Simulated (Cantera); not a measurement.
Charge: 1 mol PbO, 0.88 mol H2, 14 mol N2, at 0.100 bar.

These are equilibrium values from Cantera (NASA tables, ideal gas, pure condensed phases), not measurements of a reactor. Candidate condensed phases: H2O, Pb, PbO, PbO2, Pb3O4; 27 gas species. Each liquid is taken as pure. Mutual solubility and eutectic melting of coexisting phases are not modelled. Gases not in the tables: (PbO)n polymers. Equilibrium is a limit: real reactors are often held back by kinetics, nucleation or transport.

x: gas mole fraction; n: condensed amount in mol.

| T (°C) | x N2 | x H2O | x Pb | x PbO | x H2 | x Pb2 | x OH | n Pb(l) | n PbO(yellow) | n PbO(l) |
|---|---|---|---|---|---|---|---|---|---|---|
| 502 | 0.941 | 0.0591 | 2.49e-7 | 1.79e-10 | 3.28e-6 | <1e-12 | <1e-12 | 0.880 | 0.120 | 0 |
| 602 | 0.941 | 0.0591 | ___ | ___ | ___ | ___ | ___ | 0.880 | 0.120 | 0 |
| 702 | 0.941 | 0.0591 | ___ | ___ | ___ | ___ | ___ | 0.879 | 0.120 | 0 |
| 802 | 0.940 | 0.0591 | 0.000759 | 3.08e-5 | 1.13e-5 | 6.76e-9 | 3.10e-9 | 0.869 | 0.120 | 0 |
| 902 | 0.936 | 0.0588 | 0.00435 | 0.000403 | 1.58e-5 | 1.25e-7 | 4.00e-8 | 0.815 | 0 | 0.114 |
| 1002 | 0.920 | 0.0578 | 0.0189 | 0.00290 | 2.51e-5 | 1.44e-6 | 3.13e-7 | 0.593 | 0 | 0.0763 |
| 1102 | 0.882 | 0.0554 | 0.0553 | 0.00762 | 6.25e-5 | 8.17e-6 | 1.37e-6 | 0 | 0 | 0 |

Problem. What belongs in the gaps?

Solution. 
- 702, x Pb: 9.17e-5
- 702, x PbO: 1.30e-6
- 702, x H2: 7.94e-6
- 702, x Pb2: 1.97e-10
- 702, x OH: 1.38e-10
- 602, x Pb: 6.74e-6
- 602, x PbO: 2.57e-8
- 602, x H2: 5.30e-6
- 602, x Pb2: 2.48e-12
- 602, x OH: 2.99e-12
